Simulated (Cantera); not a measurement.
Charge: 1 mol Si, 0.33 mol CO₂, 9.5 mol N₂, equilibrated at 1.33 mbar.

Cantera equilibrium calculation (NASA polynomials, part measured and part estimated; ideal gas, pure solids and liquids). Candidate condensed phases: C, Si, SiC, SiO₂, Si₂N₂O, Si₃N₄; 34 gas species. Mutual solubility and eutectic melting of coexisting phases are not modelled. The tables' values for SiN are old estimates; treat these amounts as uncertain. The numbers say what is thermodynamically allowed, not how fast it happens.

### Question
At 1525 °C, list the 4 most abundant gas species with their mole fractions, and the condensed phases.

### Answer
N₂ 0.933, SiO 0.0587, CO 0.00606, Si 0.00231. Condensed: Si(l) + SiC(s).
